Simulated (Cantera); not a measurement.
Feed: 1 mol Al, 0.22 mol NH₃, 15 mol H₂, equilibrated at 10.0 Torr.

Method: chemical equilibrium by Gibbs-energy minimisation in Cantera with the NASA 1993 tables (ideal gas, pure condensed phases). Candidate condensed phases: Al, AlN; 13 gas species. Mutual solubility and eutectic melting of coexisting phases are not modelled. Rates play no part.

Problem. Which condensed phases are stable at each of these points (T (K)): 800, 950, 1100, 1250, 1400, 1550, 1700, 1850, 2000?

Solution. 
```
T (K)  condensed phases  Al condensed (%)
-----  ----------------  ----------------
800      Al(s) + AlN(s)             100.0
950      Al(l) + AlN(s)             100.0
1100     Al(l) + AlN(s)             100.0
1250     Al(l) + AlN(s)             100.0
1400     Al(l) + AlN(s)              99.7
1550     Al(l) + AlN(s)              96.2
1700     Al(l) + AlN(s)              70.0
1850             AlN(s)              21.4
2000           gas only               0.0
```

At 800 K the condensed part is Al(s) + AlN(s). From 950 K to 1700 K the condensed part is Al(l) + AlN(s). At 1850 K the condensed part is AlN(s). At 2000 K nothing is condensed.
